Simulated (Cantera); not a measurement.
**Si₂Cl₆ + N₂ (silicon epitaxy and polysilicon growth)**

A closed system holds: 1 mol Si₂Cl₆, 35 mol N₂, at 10000 Pa.

Method: chemical equilibrium by Gibbs-energy minimisation in Cantera with the NASA 1993 tables (ideal gas, pure condensed phases). Candidate condensed phases: Si, Si₃N₄; 13 gas species. The feed counts by its element totals alone. N₂ is the only nitrogen source here; it is nearly inert below about 1500 K, so the nitride shown seldom forms there in practice. The tables' values for SiCl₃ are old estimates; treat these amounts as uncertain. Kinetics and transport are ignored.

From 775 °C to 1125 °C the condensed part is Si₃N₄(s). The main Si-bearing gas is SiCl₄ throughout. The share of Si in condensed phases is highest at 775 °C (25.0 %) and lowest at 1125 °C (19.1 %).

```json
[
 {"T (°C)": "775", "x N₂": "0.959", "x SiCl₄": "0.0414", "x SiCl₃": "5.47e-5", "x SiCl₂": "1.33e-6", "x Cl": "1.71e-8", "x Cl₂": "4.93e-11", "n Si₃N₄(s)": "0.166"},
 {"T (°C)": "825", "x N₂": "0.958", "x SiCl₄": "0.0414", "x SiCl₃": "0.000130", "x SiCl₂": "5.76e-6", "x Cl": "5.61e-8", "x Cl₂": "1.44e-10", "n Si₃N₄(s)": "0.166"},
 {"T (°C)": "875", "x N₂": "0.958", "x SiCl₄": "0.0412", "x SiCl₃": "0.000286", "x SiCl₂": "2.19e-5", "x Cl": "1.66e-7", "x Cl₂": "3.83e-10", "n Si₃N₄(s)": "0.166"},
 {"T (°C)": "925", "x N₂": "0.958", "x SiCl₄": "0.0410", "x SiCl₃": "0.000587", "x SiCl₂": "7.44e-5", "x Cl": "4.48e-7", "x Cl₂": "9.39e-10", "n Si₃N₄(s)": "0.164"},
 {"T (°C)": "975", "x N₂": "0.958", "x SiCl₄": "0.0405", "x SiCl₃": "0.00113", "x SiCl₂": "0.000227", "x Cl": "1.12e-6", "x Cl₂": "2.13e-9", "n Si₃N₄(s)": "0.162"},
 {"T (°C)": "1025", "x N₂": "0.958", "x SiCl₄": "0.0396", "x SiCl₃": "0.00205", "x SiCl₂": "0.000633", "x Cl": "2.59e-6", "x Cl₂": "4.52e-9", "n Si₃N₄(s)": "0.157"},
 {"T (°C)": "1075", "x N₂": "0.957", "x SiCl₄": "0.0379", "x SiCl₃": "0.00349", "x SiCl₂": "0.00161", "x Cl": "5.62e-6", "x Cl₂": "8.98e-9", "n Si₃N₄(s)": "0.146"},
 {"T (°C)": "1125", "x N₂": "0.955", "x SiCl₄": "0.0352", "x SiCl₃": "0.00557", "x SiCl₂": "0.00376", "x Cl": "1.14e-5", "x Cl₂": "1.67e-8", "n Si₃N₄(s)": "0.127"}
]
```
x: gas mole fraction; n: condensed amount in mol.
